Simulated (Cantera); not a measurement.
## Halide evaporation, hydrolysis and transport: KCl + N2 + HCl

Input: 1 mol KCl, 0.32 mol N2, 0.034 mol HCl, equilibrated at 0.133 bar.

Equilibrium computed with Cantera from the NASA thermochemical tables; the gas is ideal and each condensed phase is pure. Candidate condensed phases: K, KCl, NH4Cl; 17 gas species. The numbers say what is thermodynamically allowed, not how fast it happens.

From 677 °C to 752 °C the condensed part is KCl(s). From 827 °C to 1127 °C the condensed part is KCl(l). From 1202 °C to 1502 °C nothing is condensed. The main K-bearing gas is KCl throughout.

```tsv
T (°C)	x N2	x KCl	x K2Cl2	x HCl	x Cl	x H2	x K	n KCl(s)	n KCl(l)
677	0.904	0.000264	9.17e-5	0.0960	2.35e-7	3.52e-7	<1e-12	1.000	0
752	0.902	0.00182	0.000796	0.0958	1.05e-6	9.99e-7	<1e-12	0.999	0
827	0.893	0.00808	0.00366	0.0949	3.70e-6	2.65e-6	5.37e-12	0	0.994
902	0.868	0.0278	0.0121	0.0922	1.06e-5	6.47e-6	1.29e-10	0	0.981
977	0.800	0.0810	0.0338	0.0850	2.55e-5	1.42e-5	2.20e-9	0	0.941
1052	0.644	0.206	0.0816	0.0683	5.00e-5	2.64e-5	2.98e-8	0	0.816
1127	0.321	0.469	0.175	0.0340	6.50e-5	3.30e-5	4.23e-7	0	0.182
1202	0.265	0.583	0.123	0.0281	0.000110	5.43e-5	2.05e-6	0	0
1277	0.254	0.645	0.0741	0.0268	0.000192	9.26e-5	7.10e-6	0	0
1352	0.247	0.683	0.0437	0.0259	0.000322	0.000150	2.10e-5	0	0
1427	0.242	0.705	0.0260	0.0253	0.000522	0.000231	5.48e-5	0	0
1502	0.240	0.718	0.0158	0.0248	0.000820	0.000339	0.000129	0	0
```
x: gas mole fraction; n: condensed amount in mol.
